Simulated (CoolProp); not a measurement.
Vapour-liquid equilibrium of propane (1) + dimethyl ether (2) at 318 K; x and y are mole fractions of (1).

Computed with CoolProp (multi-fluid Helmholtz-energy mixture model, Lemmon 2009 and Wu 2011; pair parameters Bell 2016).

Problem. Give the bubble pressure and the first vapour's composition at x = 0.2, 0.65, 0.875. Is there an azeotrope?

Solution. x = 0.2: 1.228 MPa, y = 0.304; x = 0.65: 1.492 MPa, y = 0.694; x = 0.875: 1.536 MPa, y = 0.878. y crosses x between x = 0.875 and 0.95: the model has an azeotrope there.

The pair parameters rest on a limited set of measurements; away from them the model extrapolates.
